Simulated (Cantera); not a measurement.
An adiabatic, constant-volume homogeneous reactor starts with CH4 : H2 : O2 : N2 : H2O = 1 : 0.035 : 1.34 : 5.06 : 0.77 (molar parts), equivalence ratio 1.5, at 1298 K and 760000 Pa. Integrator tolerance rtol = 1e-08.

Detailed kinetics in Cantera: GRI-Mech 3.0 (53 species, 325 reactions).

```
quantity                                                              before                                      after
---------------------------------  -----------------------------------------  -----------------------------------------
time of steepest temperature rise                                    1.78 ms                                   0.818 ms
temperature at 0.700 s                                                2811 K                                     2517 K
equilibrium temperature                                               2811 K                                     2517 K
x(CH4) at 0.700 s                  4.77e-11 (gas-phase equilibrium 5.43e-11)      <1e-12 (gas-phase equilibrium <1e-12)
x(H2) at 0.700 s                       0.0757 (gas-phase equilibrium 0.0757)    0.00135 (gas-phase equilibrium 0.00135)
x(O2) at 0.700 s                   0.000278 (gas-phase equilibrium 0.000278)      0.0644 (gas-phase equilibrium 0.0644)
x(O) at 0.700 s                    0.000225 (gas-phase equilibrium 0.000225)    0.00105 (gas-phase equilibrium 0.00105)
x(HCN) at 0.700 s                    1.93e-7 (gas-phase equilibrium 1.93e-7)  1.25e-11 (gas-phase equilibrium 1.25e-11)
```

Task: Which change was made?
(A) CH4 1 to 0.39 parts
(B) initial temperature 1298 to 1400 K
(C) O2 1.34 to 0.51 parts
(D) constant pressure in place of constant volume

Result: A, CH4 1 to 0.39 parts
